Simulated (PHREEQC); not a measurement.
PHREEQC input (ion-association model, phreeqc.dat):

```
SOLUTION 0
  temp 25
  units mmol/kgw
  pH 7 charge
  Br 0.35
  K 3.15
  Cl 5.61
  Cd 1.4
  O(0) 1 O2(g) -0.68
SOLUTION 1-40
  temp 25
  units mmol/kgw
  pH 7 charge
  S(6) 0.68
  Mg 0.68
  Cl 96.01
  K 96
  O(0) 1 O2(g) -0.68
END
EXCHANGE 1-40
  X 0.0058
  -equilibrate 1
END
SELECTED_OUTPUT 1
  -reset false
  -pH true
  -pe true
  -ionic_strength true
  -water true
  -step true
  -totals Br Cd Cl K Mg S S(-2) S(6)
  -molalities CdX2 KX MgX2
  -saturation_indices Sylvite Cd(OH)2
PRINT
  -reset false
TRANSPORT
  -cells 40
  -shifts 160
  -lengths 0.005
  -time_step 3600
  -dispersivities 0.007
  -boundary_conditions flux flux
  -correct_disp true
  -punch_cells 40
  -punch_frequency 5
END
```

Selected output (columns that matter, 9 of 33 rows; pore volumes added in front):

```
pore volumes	pH	mu	Br	Cd	Cl	K	Mg	S	m_CdX2	m_KX	m_MgX2	si_Sylvite	si_Cd(OH)2
0	5.0918	0.098417	0	0	0.09601	0.096	0.00068	0.00068	0	0.0057347	3.2631e-05	-3.1669	-1000
0.5125	5.0916	0.097725	2.5986e-06	6.441e-06	0.095339	0.095322	0.00067307	0.00067495	9.7274e-08	0.0057343	3.2755e-05	-3.1725	-9.803
1.0125	5.0717	0.0455	0.00020001	0.00013444	0.044351	0.044406	0.00022403	0.00029141	1.4698e-05	0.0056719	4.9344e-05	-3.7797	-8.2203
1.5125	5.0403	0.010136	0.00033419	1.1057e-05	0.0096942	0.010025	1.6147e-05	3.0722e-05	4.4445e-05	0.005575	6.8031e-05	-5.0042	-8.9282
2.0125	5.0326	0.0062012	0.00034911	4.1814e-06	0.0058391	0.0061605	6.4033e-06	1.7232e-06	5.0989e-05	0.0055557	7.1141e-05	-5.4175	-9.2685
2.5125	5.0322	0.006084	0.00034996	0.00017538	0.0056198	0.0055203	4.4411e-05	7.3629e-08	0.00099079	0.003367	0.00022573	-5.4848	-7.6399
3.0125	5.0324	0.0065327	0.00035	0.0012056	0.0056104	0.003419	6.0122e-05	2.7551e-09	0.0022138	0.0011776	9.7446e-05	-5.7178	-6.7985
3.5125	5.0324	0.0065665	0.00035	0.0013617	0.00561	0.0031805	2.3026e-05	9.6021e-11	0.0023364	0.0010576	3.4785e-05	-5.7526	-6.7449
4.0125	5.0324	0.0065646	0.00035	0.0013898	0.00561	0.0031538	8.2455e-06	3.2136e-12	0.0023655	0.0010443	1.2351e-05	-5.7569	-6.7359
```
